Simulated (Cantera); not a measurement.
Cantera run:

```python
import numpy as np
import cantera as ct

gas_names = """
    AL ALCL ALCL2 ALCL3 ALN ALO ALOCL ALO2 AL2 AL2CL6 AL2O AL2O2 CL CLO CL2 N NO NO2 NO3 N2 N2O O O2 O3
""".split()
cond_names = """
    AL(cr) AL(L) ALCL3(s) ALCL3(L) ALN(s) AL2O3(a) AL2O3(L)
""".split()


# ... load() reads the species with a 1 bar reference pressure and builds the phases ...
atoms = {
    'AlCl3': {'AL': 1, 'CL': 3},
    'O2': {'O': 2},
    'N2': {'N': 2},
}
top_T = {'ALN(s)': 2750}  # K; cautious upper limits of use, not melting points


# ... equilibrate(T, P, feed) seeds the gas with the atoms and calls Mixture.equilibrate('TP', solver="vcs", rtol=1e-11, max_steps=5000) ...
results = []
feed = {'AlCl3': 1, 'O2': 1.3, 'N2': 55}  # mol
T = 1848  # K
P = 250  # Pa
mix = equilibrate(T, P, feed)
results.append((T, P, feed, dict(zip(mix.species_names, mix.species_moles))))
x = sorted(zip(gas.X, gas.species_names), reverse=True)
print(f"T = {T:g} K  P = {P:g} Pa  gas = {mix.phase_moles(0):.4g} mol")
print("   x: " + "  ".join(f"{s} {v:.3e}" for v, s in x if v > 0.0001))
print("   condensed (mol): " + ("  ".join(f"{mix.phase(i).name} {mix.phase_moles(i):.4g}"
      for i in range(1, mix.n_phases) if mix.phase_moles(i) > 1e-12) or "none"))
```

Result:

```
T = 1848 K  P = 250 Pa  gas = 58.56 mol
   x: N2 9.387e-01  CL 5.114e-02  O2 8.675e-03  NO 1.081e-03  O 3.528e-04
   condensed (mol): AL2O3(a) 0.4999
```

Equilibrium computed with Cantera from the NASA thermochemical tables; the gas is ideal and each condensed phase is pure.
